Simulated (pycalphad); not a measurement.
An equivalent pycalphad script:

```python
from pycalphad import Database, equilibrium, calculate, variables as v
import numpy as np
db = Database('COST507.tdb')
comps = ['MG', 'SI', 'VA']
phases = ['DIAMOND_A4', 'HCP_A3', 'LIQUID', 'MG2SI']
eq = equilibrium(db, comps, phases, {v.X('SI'): 0.041, v.T: np.arange(1650, 349, -40), v.P: 101325, v.N: 1}, output=['HM', 'SM'])
```

CALPHAD calculation (pycalphad, COST 507 light-alloy database (1999)), 1 atm. No gas phase is included, though pure Mg would boil below 1650 K. The database dates from 1999; later assessments differ in places, in temperatures and in the compounds included. Phase fractions are per mole of atoms. Diffusion is slow at the low end, where real alloys seldom reach equilibrium.

Results at three of the temperatures:

```
T = 1170.00 K, P = 101325 Pa, N = 1 mol of atoms
G = -62364 J/mol, H = 33892 J/mol, S = 82.27 J/(mol K)  (SER reference)
chemical potentials (J/mol): Mg -60960, Si -95202
phase             fraction      x(Mg)      x(Si)
LIQUID              1.0000     0.9590     0.0410
```

```
T = 1050.00 K, P = 101325 Pa, N = 1 mol of atoms
G = -52708 J/mol, H = 29812 J/mol, S = 78.59 J/(mol K)  (SER reference)
chemical potentials (J/mol): Mg -51367, Si -84077
phase             fraction      x(Mg)      x(Si)
LIQUID              1.0000     0.9590     0.0410
```

```
T = 570.00 K, P = 101325 Pa, N = 1 mol of atoms
G = -23269 J/mol, H = 4415 J/mol, S = 48.57 J/(mol K)  (SER reference)
chemical potentials (J/mol): Mg -21145, Si -72942
phase             fraction      x(Mg)      x(Si)
HCP_A3              0.8770     1.0000   4.76e-09
MG2SI               0.1230     0.6667     0.3333
```

Changes of the phase set, refined by bisection:

| T (K) | phases above | phases below |
|---|---|---|
| 1035.0 | liquid | liquid + MG2SI |
| 911.9 | liquid + MG2SI | hcp + MG2SI |

Database names, with the compositions (at.%) that they take in these runs: MG2SI: Mg 67 Si 33. HCP_A3 is hcp.
